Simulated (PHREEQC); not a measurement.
1 kg of water holding 0.26 mol NaCl and 0.046 mol NaOH is evaporated at 15 °C; the solids stay in contact with the brine. No CO2 enters from the air. Solids allowed: Halite. Others were left out.

Base run: PHREEQC, Pitzer model, pitzer.dat. Each further column changes one thing. The table gives water activity.

| H2O removed (mol) | base | temperature from 15 to 25 °C | temperature from 15 to 75 °C |
|---|---|---|---|
| 0 | 0.990 | 0.990 | 0.990 |
| 24.69 | 0.982 | 0.982 | 0.982 |
| 41.44 | 0.960 | 0.960 | 0.960 |
| 47.7 | 0.927 | 0.926 | 0.925 |
| 51.94 | 0.822 | 0.822 | 0.824 |
| 53.53 | 0.734 | 0.732 | 0.723 |
| 54.41 | 0.712 | 0.710 | 0.705 |
| 55.01 | 0.629 | 0.630 | 0.647 |
| 55.23 | 0.449 | 0.460 | 0.592 |

 At this temperature some constants are extrapolated from 25 °C, and those without enthalpy data are left unchanged.
